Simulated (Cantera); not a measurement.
Cantera run:

```python
import numpy as np
import cantera as ct

gas_names = """
    CL CL2 H HCL H2 Si SiCL SiCL2 SiCL3 SiCL4 SiH SiHCL3 SiH2 SiH2CL2 SiH3 SiH3CL SiH4 Si2 Si3
""".split()
cond_names = """
    Si(cr) Si(L)
""".split()


# ... load() reads the species with a 1 bar reference pressure and builds the phases ...
atoms = {
    'SiCl4': {'Si': 1, 'CL': 4},
    'HCl': {'H': 1, 'CL': 1},
    'H2': {'H': 2},
}
top_T = {}  # K; cautious upper limits of use, not melting points


# ... equilibrate(T, P, feed) seeds the gas with the atoms and calls Mixture.equilibrate('TP', solver="vcs", rtol=1e-11, max_steps=5000) ...
results = []
feed = {'SiCl4': 1, 'HCl': 4.1, 'H2': 0.23}  # mol
P = 101325  # Pa
for T in [773, 873, 973, 1073, 1173, 1273, 1373, 1473, 1573, 1673]:
    mix = equilibrate(T, P, feed)
    results.append((T, P, feed, dict(zip(mix.species_names, mix.species_moles))))

top = {s: max(r[3][s] / sum(r[3][g] for g in gas_names) for r in results) for s in gas_names}
cols = sorted((s for s in top if top[s] > 0.001), key=lambda s: -top[s])[:5]
seen = [c for c in cond_names if any(r[3].get(c, 0) > 1e-12 for r in results)]
print("log10 of partial pressures in bar; condensed amounts in mol")
print(f"{'T/K':>10s}" + "".join(f"{s[:9]:>10s}" for s in cols + seen))
for T, P, feed, n in results:
    ng = sum(n[g] for g in gas_names)
    print(f"{T:10.4g}" + "".join(f"{np.log10(max(n[s] / ng * P / 1e5, 1e-99)):10.3f}" for s in cols)
          + "".join(f"{n.get(c, 0):10.4g}" for c in seen))
```

Result:

```
log10 of partial pressures in bar; condensed amounts in mol
       T/K       HCL     SiCL4        H2     SiCL3     SiCL2
       773    -0.108    -0.721    -1.359    -7.898   -12.914
       873    -0.108    -0.721    -1.360    -6.535   -10.580
       973    -0.108    -0.721    -1.360    -5.458    -8.737
      1073    -0.108    -0.721    -1.361    -4.585    -7.245
      1173    -0.108    -0.722    -1.362    -3.866    -6.016
      1273    -0.108    -0.723    -1.366    -3.264    -4.989
      1373    -0.107    -0.727    -1.376    -2.758    -4.125
      1473    -0.106    -0.736    -1.397    -2.336    -3.402
      1573    -0.103    -0.754    -1.445    -1.996    -2.817
      1673    -0.099    -0.785    -1.538    -1.740    -2.375
```

Cantera equilibrium calculation (NASA polynomials, part measured and part estimated; ideal gas, pure solids and liquids). The tables' values for SiCl3 are old estimates; treat these amounts as uncertain.
